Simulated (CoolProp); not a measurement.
Vapour pressure (kPa) of m-xylene: the reference equation beside estimates from Tc = 343.7 °C, pc = 3535 kPa, ω = 0.326. Clausius-Clapeyron is anchored at 173.55 °C with a constant enthalpy of vaporisation of 33.77 kJ/mol.

The numbers come from the reference Helmholtz-energy equation of state, Zhou 2012 in CoolProp.

```json
[
 {"T (°C)": "73.75", "reference": "11.81", "Clausius-Clapeyron": "17.22", "Soave-Redlich-Kwong": "11.36"},
 {"T (°C)": "98.65", "reference": "29.78", "Clausius-Clapeyron": "37.72", "Soave-Redlich-Kwong": "29.05"},
 {"T (°C)": "123.65", "reference": "65.75", "Clausius-Clapeyron": "75.07", "Soave-Redlich-Kwong": "64.87"},
 {"T (°C)": "148.55", "reference": "129.8", "Clausius-Clapeyron": "137.4", "Soave-Redlich-Kwong": "129.3"},
 {"T (°C)": "173.55", "reference": "235.5", "Clausius-Clapeyron": "235.5", "Soave-Redlich-Kwong": "236.4"},
 {"T (°C)": "198.55", "reference": "397.8", "Clausius-Clapeyron": "381.3", "Soave-Redlich-Kwong": "401.9"},
 {"T (°C)": "223.45", "reference": "632.9", "Clausius-Clapeyron": "587.1", "Soave-Redlich-Kwong": "642.6"},
 {"T (°C)": "248.45", "reference": "962.2", "Clausius-Clapeyron": "868.8", "Soave-Redlich-Kwong": "979.9"},
 {"T (°C)": "273.35", "reference": "1405", "Clausius-Clapeyron": "1239", "Soave-Redlich-Kwong": "1432"},
 {"T (°C)": "298.35", "reference": "1990", "Clausius-Clapeyron": "1715", "Soave-Redlich-Kwong": "2025"},
 {"T (°C)": "323.35", "reference": "2751", "Clausius-Clapeyron": "2310", "Soave-Redlich-Kwong": "2780"}
]
```

Absolute difference from the reference over all 11 rows, mean and median: Clausius-Clapeyron 14.1 and 11.8 %, Soave-Redlich-Kwong 1.6 and 1.5 %.
